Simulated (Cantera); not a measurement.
An isothermal, constant-pressure homogeneous reactor starts with NO : N₂ = 7.7 : 0.18 (molar parts), at 2025 K and 1330 Pa.

Model: GRI-Mech 3.0 (53 species, 325 reactions), integrated in Cantera. Radical loss at walls, strong at low pressure, is not modelled.

x: mole fraction; the columns are a selection and need not sum to one.

```
t (s)           x NO        x O₂       x N₂O    x N₂         x O       x NO₂
--------  ----------  ----------  ----------  ------  ----------  ----------
0.000100       0.977     1.97e-9     1.77e-6  0.0228     1.77e-6     1.25e-9
0.000335       0.977     2.22e-8     5.89e-6  0.0228     5.95e-6     1.37e-8
0.00112        0.977     2.52e-7     1.94e-5  0.0228     2.01e-5     1.46e-7
0.00376        0.977     2.93e-6     6.18e-5  0.0229     6.97e-5     1.35e-6
0.0126         0.977  (withheld)  (withheld)  0.0229  (withheld)  (withheld)
0.0422         0.975    0.000528    0.000319  0.0236    0.000816     2.29e-5
0.141          0.966     0.00432    0.000297  0.0277     0.00135     3.32e-5
0.474          0.935      0.0195    0.000259  0.0431     0.00163     5.08e-5
1.59           0.822      0.0757    0.000172  0.0996     0.00232     8.68e-5
5.32           0.466       0.253     4.32e-5   0.277     0.00368     9.51e-5
17.8      (withheld)       0.449  (withheld)   0.474     0.00474  (withheld)
59.7          0.0122       0.479     5.97e-8   0.504     0.00488     3.50e-6
200          0.00996       0.480     5.17e-8   0.505     0.00488     2.87e-6
```

Fill in the missing entries.


- 0.0126, x O₂: 3.80e-5
- 0.0126, x N₂O: 0.000174
- 0.0126, x O: 0.000253
- 0.0126, x NO₂: 8.49e-6
- 17.8, x NO: 0.0716
- 17.8, x N₂O: 9.04e-7
- 17.8, x NO₂: 1.99e-5
